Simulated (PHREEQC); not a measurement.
KOH is added in steps, without added water, to 1 kg of water holding 0.87 mol/kgw H2SO4, 0.016 mol/kgw NaHCO3 and 3.1e-05 mol/kgw H4SiO4, at 25 °C. No CO2 enters from the air. The run lets Arcanite, Burkeite, Glaserite, Kalicinite, Mirabilite, Misenite, Nahcolite, Natron, SiO2(a), Thenardite, Trona precipitate or redissolve, and no other solid.

Base run: PHREEQC, Pitzer model, pitzer.dat. Each further column changes one thing. The table gives pH.

```json
[
 {"KOH added (mol)": "0", "base": "0.00", "database phreeqc.dat, Davies equation for every ion": "0.16", "database phreeqc.dat, Debye-Hückel limiting law": "0.58", "database phreeqc.dat, all activity coefficients set to 1": "0.06", "database wateq4f.dat": "0.17"},
 {"KOH added (mol)": "0.225", "base": "0.13", "database phreeqc.dat, Davies equation for every ion": "0.28", "database phreeqc.dat, Debye-Hückel limiting law": "0.65", "database phreeqc.dat, all activity coefficients set to 1": "0.18", "database wateq4f.dat": "0.28"},
 {"KOH added (mol)": "0.525", "base": "0.36", "database phreeqc.dat, Davies equation for every ion": "0.47", "database phreeqc.dat, Debye-Hückel limiting law": "0.75", "database phreeqc.dat, all activity coefficients set to 1": "…", "database wateq4f.dat": "0.47"},
 {"KOH added (mol)": "0.75", "base": "0.58", "database phreeqc.dat, Davies equation for every ion": "…", "database phreeqc.dat, Debye-Hückel limiting law": "0.84", "database phreeqc.dat, all activity coefficients set to 1": "0.59", "database wateq4f.dat": "0.64"},
 {"KOH added (mol)": "1.05", "base": "0.93", "database phreeqc.dat, Davies equation for every ion": "0.97", "database phreeqc.dat, Debye-Hückel limiting law": "1.01", "database phreeqc.dat, all activity coefficients set to 1": "0.93", "database wateq4f.dat": "0.94"},
 {"KOH added (mol)": "1.275", "base": "1.26", "database phreeqc.dat, Davies equation for every ion": "…", "database phreeqc.dat, Debye-Hückel limiting law": "1.18", "database phreeqc.dat, all activity coefficients set to 1": "1.23", "database wateq4f.dat": "…"},
 {"KOH added (mol)": "1.575", "base": "1.86", "database phreeqc.dat, Davies equation for every ion": "1.86", "database phreeqc.dat, Debye-Hückel limiting law": "…", "database phreeqc.dat, all activity coefficients set to 1": "1.85", "database wateq4f.dat": "1.79"},
 {"KOH added (mol)": "1.8", "base": "12.48", "database phreeqc.dat, Davies equation for every ion": "12.56", "database phreeqc.dat, Debye-Hückel limiting law": "11.82", "database phreeqc.dat, all activity coefficients set to 1": "12.64", "database wateq4f.dat": "…"}
]
```

Fill in the missing entries.


- 0.525, database phreeqc.dat, all activity coefficients set to 1: 0.39
- 0.75, database phreeqc.dat, Davies equation for every ion: 0.66
- 1.275, database phreeqc.dat, Davies equation for every ion: 1.25
- 1.275, database wateq4f.dat: 1.21
- 1.575, database phreeqc.dat, Debye-Hückel limiting law: 1.67
- 1.8, database wateq4f.dat: 12.38

In brines, pH and single-ion activities rest on the MacInnes convention. The ionic strength passes 0.7 mol/kgw, the rough limit of the ion-association models, in part of: database phreeqc.dat, Davies equation for every ion; database phreeqc.dat, Debye-Hückel limiting law; database phreeqc.dat, all activity coefficients set to 1; database wateq4f.dat. pitzer.dat has no redox and few complexes: it carries them in its interaction parameters. phreeqc.dat and wateq4f.dat share most of their constants, so their agreement is no independent check. Solids allowed in the column 'database phreeqc.dat, Davies equation for every ion': SiO2(a). Solids allowed in the column 'database phreeqc.dat, Debye-Hückel limiting law': SiO2(a). Solids allowed in the column 'database phreeqc.dat, all activity coefficients set to 1': SiO2(a). Solids allowed in the column 'database wateq4f.dat': SiO2(a), Mirabilite, Nahcolite, Natron.
